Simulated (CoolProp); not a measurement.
Vapour-liquid equilibrium of ethane (1) + C2F6 (R116) (2) at -58.65 °C; x and y are mole fractions of (1).

The numbers come from the multi-fluid Helmholtz-energy mixture model, Bücker 2006 and Lemmon 2006; pair parameters Bell 2016 in CoolProp.

```
x      bubble pressure, mixture model (MPa)  bubble pressure, Raoult's law (MPa)  y, mixture model  y, Raoult's law
-----  ------------------------------------  -----------------------------------  ----------------  ---------------
0.05                                 0.2996                               0.2658             0.166            0.075
0.125                                0.3552                               0.2763             0.337            0.181
0.2                                  0.4008                               0.2869             0.447            0.278
0.275                                0.4353                               0.2974             0.520            0.369
0.35                                 0.4594                               0.3080             0.570            0.454
0.425                                0.4751                               0.3185             0.606            0.533
0.5                                  0.4846                               0.3291             0.632            0.607
0.575                                0.4899                               0.3396             0.652            0.676
0.65                                 0.4922                               0.3501             0.671            0.741
0.725                                0.4918                               0.3607             0.693            0.803
0.8                                  0.4872                               0.3712             0.724            0.861
0.875                                0.4736                               0.3818             0.775            0.915
0.95                                 0.4410                               0.3923             0.874            0.967
```

The largest gap from Raoult's law is +49.2 % in bubble pressure, at x = 0.35. y crosses x between x = 0.65 and 0.725: the model has an azeotrope there.

Pair parameters are fitted to limited data, so mixtures are less certain than the pure fluids.
